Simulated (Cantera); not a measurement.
A perfectly stirred reactor is fed with 10.1 % NH3, 89.9 % H2, at 10.00 Torr; it is held at 1750 K, and followed from long to short residence time.

Cantera simulation using the gas-phase N/H chemistry of the illustrative SiF4/NH3 mechanism in the Surface Chemkin manual (1991); the numbers are that mechanism's predictions, not measurements. Walls and surfaces, which speed up NH3 decomposition in real reactors, are not modelled.

### Question
Predict: x(NH3) at τ = 15.0 s; x(H2) at τ = 15.0 s; x(H) at τ = 15.0 s; x(NH) at τ = 15.0 s; x(NH2) at τ = 15.0 s; x(NH3) at τ = 0.240 s; x(H2) at τ = 0.240 s; x(H) at τ = 0.240 s; x(NH) at τ = 0.240 s; x(NH2) at τ = 0.240 s.

### Answer
| Quantity | Result |
|---|---|
| x(NH3) at τ = 15.0 s | 0.0719 |
| x(H2) at τ = 15.0 s | 0.914 |
| x(H) at τ = 15.0 s | 0.000365 |
| x(NH) at τ = 15.0 s | 1.56e-6 |
| x(NH2) at τ = 15.0 s | 7.48e-5 |
| x(NH3) at τ = 0.240 s | 0.101 |
| x(H2) at τ = 0.240 s | 0.899 |
| x(H) at τ = 0.240 s | 0.000200 |
| x(NH) at τ = 0.240 s | 6.80e-7 |
| x(NH2) at τ = 0.240 s | 5.83e-5 |
